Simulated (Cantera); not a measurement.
An adiabatic, constant-volume homogeneous reactor starts with CH4 : O2 : N2 = 1 : 2.47 : 9.28 (molar parts), at 1425 K and 1.01 bar. Integrator tolerance rtol = 1e-08.

Computed with Cantera and GRI-Mech 3.0 (53 species, 325 reactions).

What does this change do: 0.013 parts H2 added?


| quantity | before | after |
|---|---|---|
| time of steepest temperature rise | 2.24 ms | 2.06 ms |
| temperature at 0.700 s | 2806 K | 2807 K |
| equilibrium temperature | 2806 K | 2807 K |
| x(CH4) at 0.700 s | <1e-12 (gas-phase equilibrium <1e-12) | <1e-12 (gas-phase equilibrium <1e-12) |
| x(O2) at 0.700 s | 0.0390 (gas-phase equilibrium 0.0390) | 0.0387 (gas-phase equilibrium 0.0387) |
| x(CH3) at 0.700 s | <1e-12 (gas-phase equilibrium <1e-12) | <1e-12 (gas-phase equilibrium <1e-12) |
| x(N2O) at 0.700 s | 1.14e-6 (gas-phase equilibrium 1.14e-6) | 1.14e-6 (gas-phase equilibrium 1.14e-6) |
| x(CH2CO) at 0.700 s | <1e-12 (gas-phase equilibrium <1e-12) | <1e-12 (gas-phase equilibrium <1e-12) |
| x(H) at 0.700 s | 0.00589 (gas-phase equilibrium 0.00589) | 0.00598 (gas-phase equilibrium 0.00598) |

What does this change do: initial temperature 1425 to 1575 K?


```
quantity                                                            before                                    after
---------------------------------  ---------------------------------------  ---------------------------------------
time of steepest temperature rise                                  2.24 ms                                 0.519 ms
temperature at 0.700 s                                              2806 K                                   2850 K
equilibrium temperature                                             2806 K                                   2850 K
x(CH4) at 0.700 s                    <1e-12 (gas-phase equilibrium <1e-12)    <1e-12 (gas-phase equilibrium <1e-12)
x(O2) at 0.700 s                     0.0390 (gas-phase equilibrium 0.0390)    0.0399 (gas-phase equilibrium 0.0399)
x(CH3) at 0.700 s                    <1e-12 (gas-phase equilibrium <1e-12)    <1e-12 (gas-phase equilibrium <1e-12)
x(N2O) at 0.700 s                  1.14e-6 (gas-phase equilibrium 1.14e-6)  1.17e-6 (gas-phase equilibrium 1.17e-6)
x(CH2CO) at 0.700 s                  <1e-12 (gas-phase equilibrium <1e-12)    <1e-12 (gas-phase equilibrium <1e-12)
x(H) at 0.700 s                    0.00589 (gas-phase equilibrium 0.00589)  0.00775 (gas-phase equilibrium 0.00775)
```
